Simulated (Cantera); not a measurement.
Cantera run:

```python
import numpy as np
import cantera as ct

gas_names = """
    F F2 N NF NF2 NF3 N2 Si SiF SiF2 SiF3 SiF4 SiN Si2 Si2N Si3
""".split()
cond_names = """
    Si(cr) Si(L) Si3N4(a)
""".split()


def load(file, names, dense=False):
    # The tables refer to 1 bar. Condensed volumes are neglected.
    table = {s.name: s for s in ct.Species.list_from_file(file)}
    out = []
    for n in names:
        d = dict(table[n].input_data)
        d["thermo"] = dict(d["thermo"], **{"reference-pressure": 1e5})
        if dense:
            d["equation-of-state"] = {"model": "constant-volume", "density": "1e6 g/cm^3"}
        out.append(ct.Species.from_dict(d))
    return out


gas = ct.Solution(thermo="ideal-gas", species=load("nasa_gas.yaml", gas_names))
cond = {s.name: ct.Solution(thermo="fixed-stoichiometry", species=[s], name=s.name)
        for s in load("nasa_condensed.yaml", cond_names, dense=True)}
atoms = {
    'Si': {'Si': 1},
    'F2': {'F': 2},
    'N2': {'N': 2},
}
top_T = {'Si3N4(a)': 2400}  # K; cautious upper limits of use, not melting points


def equilibrate(T, P, feed):
    n = {}
    for name, mol in feed.items():
        for a, k in atoms[name].items():
            n[a] = n.get(a, 0.0) + k * mol
    gas.TPX = T, P, n
    mass = sum(n.values()) * gas.mean_molecular_weight
    gas.equilibrate("TP")
    valid = [c for c in cond.values() if c.min_temp <= T <= top_T.get(c.name, c.max_temp)]
    mix = ct.Mixture([(gas, mass / gas.mean_molecular_weight)] + [(c, 0.0) for c in valid])
    mix.T, mix.P = T, P
    mix.equilibrate("TP", solver="vcs", rtol=1e-11, max_steps=5000)
    return mix


results = []
feed = {'Si': 1, 'F2': 8.2, 'N2': 18}  # mol
P = 13332.2  # Pa
for T in [625, 700, 775, 850, 925, 1000, 1075, 1150, 1225, 1300, 1375, 1450, 1525, 1600]:
    mix = equilibrate(T, P, feed)
    results.append((T, P, feed, dict(zip(mix.species_names, mix.species_moles))))
    x = sorted(zip(gas.X, gas.species_names), reverse=True)
    print(f"T = {T:g} K  P = {P:g} Pa  gas = {mix.phase_moles(0):.4g} mol")
    print("   x: " + "  ".join(f"{s} {v:.3e}" for v, s in x if v > 1e-06))
    print("   condensed (mol): " + ("  ".join(f"{mix.phase(i).name} {mix.phase_moles(i):.4g}"
          for i in range(1, mix.n_phases) if mix.phase_moles(i) > 1e-12) or "none"))
```

It prints:

```
T = 625 K  P = 13332.2 Pa  gas = 21.13 mol
   x: N2 7.555e-01  NF3 1.924e-01  SiF4 4.732e-02  F2 4.742e-03  F 5.081e-05
   condensed (mol): none
T = 700 K  P = 13332.2 Pa  gas = 21.47 mol
   x: N2 7.514e-01  NF3 1.743e-01  SiF4 4.658e-02  F2 2.711e-02  F 6.495e-04
   condensed (mol): none
T = 775 K  P = 13332.2 Pa  gas = 22.53 mol
   x: N2 7.386e-01  NF3 1.210e-01  F2 9.141e-02  SiF4 4.439e-02  F 4.631e-03
   condensed (mol): none
T = 850 K  P = 13332.2 Pa  gas = 24.21 mol
   x: N2 7.182e-01  F2 1.703e-01  NF3 5.078e-02  SiF4 4.131e-02  F 1.938e-02  NF2 1.035e-06
   condensed (mol): none
T = 925 K  P = 13332.2 Pa  gas = 25.53 mol
   x: N2 6.982e-01  F2 1.955e-01  F 5.325e-02  SiF4 3.918e-02  NF3 1.386e-02  NF2 1.739e-06
   condensed (mol): none
T = 1000 K  P = 13332.2 Pa  gas = 26.6 mol
   x: N2 6.751e-01  F2 1.725e-01  F 1.116e-01  SiF4 3.760e-02  NF3 3.199e-03  NF2 2.113e-06
   condensed (mol): none
T = 1075 K  P = 13332.2 Pa  gas = 27.84 mol
   x: N2 6.463e-01  F 1.908e-01  F2 1.263e-01  SiF4 3.592e-02  NF3 6.658e-04  NF2 2.025e-06
   condensed (mol): none
T = 1150 K  P = 13332.2 Pa  gas = 29.16 mol
   x: N2 6.173e-01  F 2.717e-01  F2 7.659e-02  SiF4 3.430e-02  NF3 1.206e-04  NF2 1.547e-06
   condensed (mol): none
T = 1225 K  P = 13332.2 Pa  gas = 30.21 mol
   x: N2 5.959e-01  F 3.315e-01  F2 3.945e-02  SiF4 3.311e-02  NF3 1.937e-05
   condensed (mol): none
T = 1300 K  P = 13332.2 Pa  gas = 30.82 mol
   x: N2 5.839e-01  F 3.649e-01  SiF4 3.244e-02  F2 1.866e-02  NF3 3.041e-06
   condensed (mol): none
T = 1375 K  P = 13332.2 Pa  gas = 31.13 mol
   x: N2 5.783e-01  F 3.808e-01  SiF4 3.213e-02  F2 8.774e-03
   condensed (mol): none
T = 1450 K  P = 13332.2 Pa  gas = 31.27 mol
   x: N2 5.757e-01  F 3.880e-01  SiF4 3.198e-02  F2 4.285e-03
   condensed (mol): none
T = 1525 K  P = 13332.2 Pa  gas = 31.33 mol
   x: N2 5.745e-01  F 3.914e-01  SiF4 3.192e-02  F2 2.206e-03
   condensed (mol): none
T = 1600 K  P = 13332.2 Pa  gas = 31.36 mol
   x: N2 5.739e-01  F 3.930e-01  SiF4 3.189e-02  F2 1.198e-03
   condensed (mol): none
```

Method: chemical equilibrium by Gibbs-energy minimisation in Cantera with the NASA 1993 tables (ideal gas, pure condensed phases).
